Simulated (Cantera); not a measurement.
Ignition delay

Mixture: 12.0 % CH4, 18.5 % O2, 69.5 % N2, equivalence ratio 1.3, at 0.370 bar, adiabatic and at constant volume. Ignition delay is the time to a rise of 400 K.

Detailed kinetics in Cantera: GRI-Mech 3.0 (53 species, 325 reactions).

| T0 (K) | delay (ms) |
|---|---|
| 1025 | 2060 |
| 1075 | 845 |
| 1125 | 364 |
| 1175 | 164 |
| 1225 | 77.4 |
| 1275 | 38.0 |
| 1325 | 19.4 |
| 1375 | 10.3 |
| 1425 | 5.76 |
| 1475 | 3.37 |

```
Item                                                     Value
--------------------------------------------------  ----------
apparent activation energy between 1375 and 1475 K  190 kJ/mol
```
